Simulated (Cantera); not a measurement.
An adiabatic, constant-volume homogeneous reactor starts with C₃H₈ : O₂ : N₂ = 1 : 4.17 : 15.7 (molar parts), equivalence ratio 1.2, at 1750 K and 1000000 Pa. Integrator tolerance rtol = 1e-08.

Detailed kinetics in Cantera: GRI-Mech 3.0 (53 species, 325 reactions). GRI-Mech 3.0 was tuned for natural gas; its chemistry of propane as a main component is partial and can be far from experiment. Above 3000 K some thermodynamic fits are extrapolated.

Task: What does this change do: initial temperature 1750 to 1198 K?

Result: 
| quantity | before | after |
|---|---|---|
| time of steepest temperature rise | 2.60 µs | 1.69 ms |
| temperature at 0.400 s | 3279 K | 3080 K |
| equilibrium temperature | 3279 K | 3080 K |
| x(C₃H₈) at 0.400 s | <1e-12 (gas-phase equilibrium <1e-12) | <1e-12 (gas-phase equilibrium <1e-12) |
| x(O₂) at 0.400 s | 0.00946 (gas-phase equilibrium 0.00946) | 0.00469 (gas-phase equilibrium 0.00469) |
| x(C₂H₂) at 0.400 s | <1e-12 (gas-phase equilibrium <1e-12) | <1e-12 (gas-phase equilibrium <1e-12) |
| x(N₂O) at 0.400 s | 3.07e-6 (gas-phase equilibrium 3.07e-6) | 2.05e-6 (gas-phase equilibrium 2.05e-6) |
| x(HCN) at 0.400 s | 1.20e-7 (gas-phase equilibrium 1.20e-7) | 8.29e-8 (gas-phase equilibrium 8.29e-8) |
| x(HO₂) at 0.400 s | 1.56e-5 (gas-phase equilibrium 1.56e-5) | 7.73e-6 (gas-phase equilibrium 7.73e-6) |

Task: What does this change do: pressure from 1000000 Pa to 1800000 Pa?

Result: 
```json
[
 {"quantity": "time of steepest temperature rise", "before": "2.60 µs", "after": "1.74 µs"},
 {"quantity": "temperature at 0.400 s", "before": "3279 K", "after": "3339 K"},
 {"quantity": "equilibrium temperature", "before": "3279 K", "after": "3339 K"},
 {"quantity": "x(C₃H₈) at 0.400 s", "before": "<1e-12 (gas-phase equilibrium <1e-12)", "after": "<1e-12 (gas-phase equilibrium <1e-12)"},
 {"quantity": "x(O₂) at 0.400 s", "before": "0.00946 (gas-phase equilibrium 0.00946)", "after": "0.00833 (gas-phase equilibrium 0.00833)"},
 {"quantity": "x(C₂H₂) at 0.400 s", "before": "<1e-12 (gas-phase equilibrium <1e-12)", "after": "<1e-12 (gas-phase equilibrium <1e-12)"},
 {"quantity": "x(N₂O) at 0.400 s", "before": "3.07e-6 (gas-phase equilibrium 3.07e-6)", "after": "4.17e-6 (gas-phase equilibrium 4.17e-6)"},
 {"quantity": "x(HCN) at 0.400 s", "before": "1.20e-7 (gas-phase equilibrium 1.20e-7)", "after": "1.97e-7 (gas-phase equilibrium 1.97e-7)"},
 {"quantity": "x(HO₂) at 0.400 s", "before": "1.56e-5 (gas-phase equilibrium 1.56e-5)", "after": "1.84e-5 (gas-phase equilibrium 1.84e-5)"}
]
```
The pressure lies above the range GRI-Mech 3.0 was tuned for (to about 10 atm).
